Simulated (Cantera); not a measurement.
Input: 1 mol Si, 8.7 mol F2, 2.9 mol SF6, held at 823 K and 6.00 Pa.

Cantera equilibrium calculation (NASA polynomials, part measured and part estimated; ideal gas, pure solids and liquids). Candidate condensed phases: S, Si; 21 gas species. Kinetics and transport are ignored.

Base state: F 0.589, SF6 0.193, F2 0.151, SiF4 0.0666 (mole fractions); condensed: gas only.

### Question
What changes in the equilibrium state with this change: temperature from 823 K to 1198.15 K?

### Answer
| species | before | after |
|---|---|---|
| F | 0.589 | 0.784 |
| SF6 | 0.193 | 0.140 |
| SiF4 | 0.0666 | 0.0554 |
| F2 | 0.151 | 0.000143 |
| SF4 | <1e-9 | 0.0208 |
| SF5 | <1e-9 | 4.39e-5 |
| SF3 | <1e-9 | 3.38e-5 |
The tables' values for SF5, SF3 are old estimates; treat these amounts as uncertain.
